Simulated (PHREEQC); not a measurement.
Consider water at 5 °C with 0.034 mol/kgw NaOH, 4.5e-06 mol/kgw CO2 and 0.039 mol/kgw (CH3)4NCl. Closed to the air; pH follows from the charge balance.

Model: ion-association model, wateq4f.dat, run in PHREEQC.

No solid was allowed to form.

Q: Order these C species by the share of C that they hold, largest first: NaCO3-, CO3-2, HCO3-.

A: CO3-2 (91 %), NaCO3- (8.5 %), HCO3- (0.12 %)

The pH is 13.16 and the ionic strength 0.0730 mol/kgw. (CH3)4N+ isn't in the database: it is added as a free cation with an ion size of 4 Å. Constants without temperature data keep their 25 °C values here.
